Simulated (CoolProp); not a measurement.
Values from CoolProp's reference Helmholtz-energy equation of state, de Reuck 1990.

Q: Give the vapour pressure (MPa), liquid density (kg/m³), vapour density (kg/m³), enthalpy of vaporisation (kJ/kg) of saturated fluorine at 102.4 K.

A: 
```csv
T (K),p (MPa),liquid density (kg/m³),vapour density (kg/m³),enthalpy of vaporisation (kJ/kg)
102.4,0.517,1370,25.7,155
```
